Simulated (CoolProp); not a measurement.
Saturated liquid density (kg/m³) of acetone: the reference equation beside estimates from Tc = 508.1 K, pc = 4.692 MPa, ω = 0.307. Rackett uses Z = 0.29056 − 0.08775 ω.

The numbers come from the reference Helmholtz-energy equation of state, Lemmon 2006 in CoolProp. It is a short technical equation, of lower accuracy than the large ones.

```csv
T (K),reference,Rackett,van der Waals,Redlich-Kwong,Soave-Redlich-Kwong,Peng-Robinson
389.2,671.7,590.3,345.6,493.3,521.4,591.3
404,649.9,571.2,334.4,473.3,501.5,569.1
418.8,626.5,550.8,322.4,451.7,479.5,544.3
433.6,601.0,528.7,309.3,428.0,455.0,516.5
448.3,572.9,504.5,294.8,402.1,427.6,485.0
463.1,540.7,476.8,278.3,372.6,395.8,448.1
477.9,502.3,443.8,258.8,338.1,357.8,403.5
492.7,451.8,399.9,233.6,294.4,308.7,345.6
```

Absolute difference from the reference over all 8 rows, mean and median: Rackett 11.9 and 12.0 %, van der Waals 48.5 and 48.5 %, Redlich-Kwong 29.9 and 29.3 %, Soave-Redlich-Kwong 25.7 and 24.8 %, Peng-Robinson 15.9 and 14.7 %.
